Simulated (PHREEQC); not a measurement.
Solution (25 °C): 0.062 mol HBr and 0.035 mol CaCl2 per kg of water. Closed to the air; pH follows from the charge balance.

Computed with PHREEQC (ion-association model, phreeqc.dat).

Each row changes one thing in this solution. No solid was allowed to form.

| case | pH | ionic strength (mol/kgw) |
|---|---|---|
| as made | 1.30 | 0.167 |
| temperature from 25 to 65 °C | … | 0.167 |
| 0.03 mol/kgw NaF added | … | … |
| HBr left out | 6.94 | 0.105 |
| 0.00065 mol/kgw H4SiO4 added | 1.30 | 0.167 |
| HBr replaced by CdBr2 at the same molality | 5.72 | 0.176 |
| HBr from 0.062 to 0.0124 mol/kgw | … | … |
| 0.0015 mol/kgw ZnCl2 added | 1.30 | 0.171 |
| CaCl2 from 0.035 to 0.0385 mol/kgw | 1.30 | 0.177 |

### Question
What belongs in the gaps?

### Answer

- temperature from 25 to 65 °C, pH: 1.31
- 0.03 mol/kgw NaF added, pH: 1.57
- 0.03 mol/kgw NaF added, ionic strength (mol/kgw): 0.168
- HBr from 0.062 to 0.0124 mol/kgw, pH: 1.99
- HBr from 0.062 to 0.0124 mol/kgw, ionic strength (mol/kgw): 0.117

Complexes and solids missing from the database can't appear. Some of these states are supersaturated (in Fluorite, Quartz (slow to form), Chalcedony (slow to form), for instance). Constants without temperature data keep their 25 °C values here.
